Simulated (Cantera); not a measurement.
An adiabatic, constant-volume homogeneous reactor starts with H₂ : O₂ : N₂ : H₂O = 1 : 0.217 : 0.817 : 0.5 (molar parts), at 1750 K and 2030 Torr.

Cantera simulation using the H2/O2 subset of GRI-Mech 3.0, which has no nitrogen chemistry; the numbers are that mechanism's predictions, not measurements. The hydrogen kinetics of GRI-Mech 3.0 are dated; newer H2 mechanisms differ, most at raised pressure.

Task: Predict: time of steepest temperature rise; temperature at 0.100 s; equilibrium temperature; x(H₂) at 0.100 s; x(O₂) at 0.100 s; x(H₂O) at 0.100 s; x(HO₂) at 0.100 s; x(OH) at 0.100 s.

Result: time of steepest temperature rise: 3.40 µs
temperature at 0.100 s: 2829 K
equilibrium temperature: 2829 K
x(H₂) at 0.100 s: 0.236 (gas-phase equilibrium 0.236)
x(O₂) at 0.100 s: 0.000394 (gas-phase equilibrium 0.000394)
x(H₂O) at 0.100 s: 0.384 (gas-phase equilibrium 0.384)
x(HO₂) at 0.100 s: 7.64e-7 (gas-phase equilibrium 7.64e-7)
x(OH) at 0.100 s: 0.0103 (gas-phase equilibrium 0.0103)
